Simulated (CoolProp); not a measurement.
1000 sccm (0 °C, 1 atm) of nitrogen bubbles through liquid R365MFC at 297.5 K and leaves saturated at a total pressure of 0.15 MPa (ideal gas phase). Each further row changes one setting.

The numbers come from the reference Helmholtz-energy equation of state, Lemmon 2016 in CoolProp.

| case | vapour pressure (kPa) | mole fraction of vapour | delivery (mg/min) | delivery (sccm) | change of delivery for a bath 1 K warmer (%) |
|---|---|---|---|---|---|
| as stated | 55.3 | 0.369 | 3860 | 584 | 6.7 |
| bath temperature 302.5 K | ___ | 0.450 | 5400 | 818 | 7.5 |
| total pressure 0.3 MPa | 55.3 | 0.184 | ___ | ___ | 5.1 |

### Question
Complete the blanks.

### Answer

- bath temperature 302.5 K, vapour pressure (kPa): 67.5
- total pressure 0.3 MPa, delivery (mg/min): 1490
- total pressure 0.3 MPa, delivery (sccm): 226
